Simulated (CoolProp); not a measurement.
Vapour-liquid equilibrium of CHF3 (R23) (1) + sulfur hexafluoride (2) at 256.4 K; x and y are mole fractions of (1).

Model: multi-fluid Helmholtz-energy mixture model, Penoncello 2003 and Guder 2009; pair parameters Bell 2016, in CoolProp.

```json
[
 {"x": "0.05", "bubble pressure, mixture model (bar)": "9.099", "bubble pressure, Raoult's law (bar)": "8.034", "y, mixture model": "0.171", "y, Raoult's law": "0.096"},
 {"x": "0.125", "bubble pressure, mixture model (bar)": "10.78", "bubble pressure, Raoult's law (bar)": "8.618", "y, mixture model": "0.321", "y, Raoult's law": "0.224"},
 {"x": "0.2", "bubble pressure, mixture model (bar)": "12.02", "bubble pressure, Raoult's law (bar)": "9.201", "y, mixture model": "0.413", "y, Raoult's law": "0.335"},
 {"x": "0.275", "bubble pressure, mixture model (bar)": "12.97", "bubble pressure, Raoult's law (bar)": "9.785", "y, mixture model": "0.479", "y, Raoult's law": "0.434"},
 {"x": "0.35", "bubble pressure, mixture model (bar)": "13.71", "bubble pressure, Raoult's law (bar)": "10.37", "y, mixture model": "0.531", "y, Raoult's law": "0.521"},
 {"x": "0.425", "bubble pressure, mixture model (bar)": "___", "bubble pressure, Raoult's law (bar)": "10.95", "y, mixture model": "0.577", "y, Raoult's law": "0.599"},
 {"x": "0.5", "bubble pressure, mixture model (bar)": "14.79", "bubble pressure, Raoult's law (bar)": "11.54", "y, mixture model": "0.619", "y, Raoult's law": "0.669"},
 {"x": "0.575", "bubble pressure, mixture model (bar)": "15.19", "bubble pressure, Raoult's law (bar)": "12.12", "y, mixture model": "0.662", "y, Raoult's law": "0.732"},
 {"x": "0.65", "bubble pressure, mixture model (bar)": "15.50", "bubble pressure, Raoult's law (bar)": "12.70", "y, mixture model": "0.706", "y, Raoult's law": "0.789"},
 {"x": "0.725", "bubble pressure, mixture model (bar)": "15.72", "bubble pressure, Raoult's law (bar)": "13.29", "y, mixture model": "0.753", "y, Raoult's law": "0.842"},
 {"x": "0.8", "bubble pressure, mixture model (bar)": "15.84", "bubble pressure, Raoult's law (bar)": "13.87", "y, mixture model": "___", "y, Raoult's law": "0.890"},
 {"x": "0.875", "bubble pressure, mixture model (bar)": "15.82", "bubble pressure, Raoult's law (bar)": "14.45", "y, mixture model": "0.868", "y, Raoult's law": "0.934"},
 {"x": "0.95", "bubble pressure, mixture model (bar)": "___", "bubble pressure, Raoult's law (bar)": "15.04", "y, mixture model": "___", "y, Raoult's law": "0.975"}
]
```

**Question.** Fill in the missing entries.

**Answer.** 
- 0.425, bubble pressure, mixture model (bar): 14.31
- 0.8, y, mixture model: 0.807
- 0.95, bubble pressure, mixture model (bar): 15.65
- 0.95, y, mixture model: 0.942

The largest gap from Raoult's law is +32.5 % in bubble pressure, at x = 0.275. y crosses x between x = 0.8 and 0.875: the model has an azeotrope there.

Pair parameters are fitted to limited data, so mixtures are less certain than the pure fluids.
